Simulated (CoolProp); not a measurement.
Values from CoolProp's reference Helmholtz-energy equation of state, Thol 2018.

### Question
For hydrogen chloride, give the phase and the Z, cp (kJ/(kg K)), isothermal compressibility (1/MPa), expansivity (1/kK) at -41.85 °C and 168 bar; 8.65 °C and 168 bar.

### Answer
- -41.85 °C and 168 bar: liquid; Z 0.289, cp 1.65, isothermal compressibility 0.00164, expansivity 2.32
- 8.65 °C and 168 bar: liquid; Z 0.273, cp 1.80, isothermal compressibility 0.00381, expansivity 3.43
